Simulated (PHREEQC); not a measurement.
Acid mine or pickling water: an equilibrium model

A made-up water analysis in mmol/kgw, 25 °C, pH 2.08: Na 131; K 7.24; Ca 2.52; Mg 1.01; Cl 56.3; S(6) 95.4.

Valence states are taken as typed.

Equilibrium calculation in PHREEQC: Pitzer model, pitzer.dat.

Each row changes one thing in this solution. No solid was allowed to form.

```csv
case,ionic strength (mol/kgw),SO4-2 (mol/kgw),HSO4- (mol/kgw),SI of Gypsum (CaSO4:2H2O),SI of Mirabilite (Na2SO4:10H2O)
as made,0.275,0.0777,0.0177,-0.62,-2.68
all concentrations times 2 at the same typed pH,0.557,0.164,0.0271,-0.29,-2.02
Na from 131 to 65.5 mmol/kgw,0.241,0.0768,0.0186,-0.57,-3.24
```

Species that the database lacks are ignored.
